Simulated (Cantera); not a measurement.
## Equilibrium for titanium nitride, carbide and oxide coatings: Ti + C3H8

Feed: 1 mol Ti, 0.5 mol C3H8, at 1500 K and 0.133 bar.

These are equilibrium values from Cantera (NASA tables, ideal gas, pure condensed phases), not measurements of a reactor. Candidate condensed phases: C, C6H6, C7H8, C8H18, Ti, TiC; 77 gas species. TiC: taken at fixed stoichiometry. The numbers say what is thermodynamically allowed, not how fast it happens.

```json
{
 "x(H2)": "1.000",
 "x(CH4)": "0.000342",
 "x(H)": "4.82e-5",
 "x(C2H2 (acetylene))": "9.02e-6",
 "n(C(graphite))": "0.499 mol",
 "n(TiC(s))": "1.00 mol",
 "gas_amount": "1.999 mol",
 "log10 activity of Ti(β) (absent)": "-5.78"
}
```
